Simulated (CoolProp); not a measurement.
Vapour pressure (kPa) of ethane: the reference equation beside estimates from Tc = 32.2 °C, pc = 4872 kPa, ω = 0.099. Clausius-Clapeyron is anchored at -125.45 °C with a constant enthalpy of vaporisation of 16.02 kJ/mol.

The numbers come from the reference Helmholtz-energy equation of state, Bücker 2006 in CoolProp.

```json
[
 {"T (°C)": "-129.55", "reference": "5.414", "Clausius-Clapeyron": "5.432", "van der Waals": "88.41", "Soave-Redlich-Kwong": "5.145", "Peng-Robinson": "5.653"},
 {"T (°C)": "-125.45", "reference": "7.885", "Clausius-Clapeyron": "7.885", "van der Waals": "107.9", "Soave-Redlich-Kwong": "7.527", "Peng-Robinson": "8.183"},
 {"T (°C)": "-121.25", "reference": "11.32", "Clausius-Clapeyron": "11.31", "van der Waals": "130.9", "Soave-Redlich-Kwong": "10.85", "Peng-Robinson": "11.68"},
 {"T (°C)": "-117.15", "reference": "15.77", "Clausius-Clapeyron": "15.79", "van der Waals": "156.5", "Soave-Redlich-Kwong": "15.19", "Peng-Robinson": "16.21"},
 {"T (°C)": "-113.05", "reference": "21.56", "Clausius-Clapeyron": "21.66", "van der Waals": "185.6", "Soave-Redlich-Kwong": "20.84", "Peng-Robinson": "22.07"},
 {"T (°C)": "-108.95", "reference": "28.97", "Clausius-Clapeyron": "29.26", "van der Waals": "218.3", "Soave-Redlich-Kwong": "28.11", "Peng-Robinson": "29.54"},
 {"T (°C)": "-104.85", "reference": "38.31", "Clausius-Clapeyron": "38.94", "van der Waals": "254.8", "Soave-Redlich-Kwong": "37.29", "Peng-Robinson": "38.94"},
 {"T (°C)": "-100.65", "reference": "50.22", "Clausius-Clapeyron": "51.47", "van der Waals": "296.4", "Soave-Redlich-Kwong": "49.05", "Peng-Robinson": "50.90"},
 {"T (°C)": "-96.55", "reference": "64.51", "Clausius-Clapeyron": "66.71", "van der Waals": "341.4", "Soave-Redlich-Kwong": "63.21", "Peng-Robinson": "65.23"},
 {"T (°C)": "-92.45", "reference": "81.83", "Clausius-Clapeyron": "85.45", "van der Waals": "390.9", "Soave-Redlich-Kwong": "80.41", "Peng-Robinson": "82.58"},
 {"T (°C)": "-88.35", "reference": "102.6", "Clausius-Clapeyron": "108.3", "van der Waals": "445.0", "Soave-Redlich-Kwong": "101.1", "Peng-Robinson": "103.4"},
 {"T (°C)": "-84.25", "reference": "127.3", "Clausius-Clapeyron": "135.8", "van der Waals": "504.1", "Soave-Redlich-Kwong": "125.7", "Peng-Robinson": "128.0"},
 {"T (°C)": "-80.05", "reference": "157.0", "Clausius-Clapeyron": "169.5", "van der Waals": "569.9", "Soave-Redlich-Kwong": "155.5", "Peng-Robinson": "157.7"},
 {"T (°C)": "-75.95", "reference": "191.0", "Clausius-Clapeyron": "208.6", "van der Waals": "639.4", "Soave-Redlich-Kwong": "189.6", "Peng-Robinson": "191.7"}
]
```

Absolute difference from the reference over all 14 rows, mean and median: Clausius-Clapeyron 3.1 and 2.1 %, van der Waals 653.9 and 527.7 %, Soave-Redlich-Kwong 2.6 and 2.5 %, Peng-Robinson 1.8 and 1.5 %.
